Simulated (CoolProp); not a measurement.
A single-stage vapour-compression cycle with n-perfluoropentane: evaporating at 327.15 K (dew point), condensing at 361.15 K (bubble point), superheat 2 K, subcooling 0 K, compressor efficiency 0.6, no pressure losses. Each further row changes one setting.

Model: reference Helmholtz-energy equation of state, Gao 2022, in CoolProp.

```
case                              cooling COP  pressure ratio  discharge temperature (K)  refrigerating effect (kJ/kg)  volumetric capacity (kJ/m³)
--------------------------------  -----------  --------------  -------------------------  ----------------------------  ---------------------------
as stated                                3.85            2.52                      361.1                          45.5                         1230
evaporating temperature 332.15 K         4.90            2.17                      361.1                          49.3                         1540
condensing temperature 356.15 K          4.91            2.22                      356.1                          51.4                         1390
subcooling 5 K                           4.35            2.52                      361.1                          51.4                         1390
superheat 12 K                           4.17            2.52                      361.1                          54.4                         1410
compressor efficiency 0.5                3.21            2.52                      361.1                          45.5                         1230
```

The compression ends wet for: as stated; evaporating temperature 332.15 K; condensing temperature 356.15 K; subcooling 5 K; superheat 12 K; compressor efficiency 0.5.
